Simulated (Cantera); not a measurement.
Ignition delay

Mixture: C₂H₄ : O₂ : N₂ : H₂O = 1 : 4.84 : 18.2 : 1.2 (molar parts), at 6.40 bar, adiabatic and at constant volume. Ignition delay is the time to a rise of 400 K.

Cantera simulation using GRI-Mech 3.0 (53 species, 325 reactions); the numbers are that mechanism's predictions, not measurements. GRI-Mech 3.0 was tuned for natural gas; its chemistry of ethylene as a main component is partial and can be far from experiment.

```json
[
 {"T0 (K)": "1298", "delay (ms)": "0.0900"},
 {"T0 (K)": "1373", "delay (ms)": "0.0251"},
 {"T0 (K)": "1448", "delay (ms)": "0.0114"},
 {"T0 (K)": "1523", "delay (ms)": "0.00683"},
 {"T0 (K)": "1598", "delay (ms)": "0.00467"},
 {"T0 (K)": "1673", "delay (ms)": "0.00343"},
 {"T0 (K)": "1748", "delay (ms)": "0.00263"},
 {"T0 (K)": "1823", "delay (ms)": "0.00209"}
]
```

```yaml
apparent activation energy between 1673 and 1823 K: 84 kJ/mol
```
